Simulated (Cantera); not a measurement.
An isothermal, constant-pressure homogeneous reactor starts with NO : N2 = 1 : 1.3 (molar parts), at 1598 K and 1.18 atm. Integrator tolerance rtol = 1e-08.

Detailed kinetics in Cantera: GRI-Mech 3.0 (53 species, 325 reactions).

**Question.** What does this change do: NO 1 to 0.24 parts?

**Answer.** 
| quantity | before | after |
|---|---|---|
| x(NO) at 3.00 s | 0.397 (gas-phase equilibrium 0.00195) | 0.151 (gas-phase equilibrium 0.00126) |
| x(O) at 3.00 s | 1.94e-6 (gas-phase equilibrium 6.05e-6) | 7.98e-7 (gas-phase equilibrium 3.62e-6) |
| x(N2O) at 3.00 s | 5.77e-5 (gas-phase equilibrium 1.27e-7) | 8.39e-6 (gas-phase equilibrium 8.95e-8) |
| x(NO2) at 3.00 s | 0.000554 (gas-phase equilibrium 8.75e-6) | 8.69e-5 (gas-phase equilibrium 3.39e-6) |
| x(O2) at 3.00 s | 0.0186 (gas-phase equilibrium 0.216) | 0.00254 (gas-phase equilibrium 0.0773) |

**Question.** What does this change do: temperature 1598 to 1975 K?

**Answer.** 
```
quantity                                            before                                      after
----------------  ----------------------------------------  -----------------------------------------
x(NO) at 3.00 s      0.397 (gas-phase equilibrium 0.00195)     0.0399 (gas-phase equilibrium 0.00719)
x(O) at 3.00 s     1.94e-6 (gas-phase equilibrium 6.05e-6)  0.000225 (gas-phase equilibrium 0.000234)
x(N2O) at 3.00 s   5.77e-5 (gas-phase equilibrium 1.27e-7)    1.09e-6 (gas-phase equilibrium 4.41e-7)
x(NO2) at 3.00 s  0.000554 (gas-phase equilibrium 8.75e-6)    7.61e-5 (gas-phase equilibrium 1.43e-5)
x(O2) at 3.00 s       0.0186 (gas-phase equilibrium 0.216)        0.197 (gas-phase equilibrium 0.214)
```
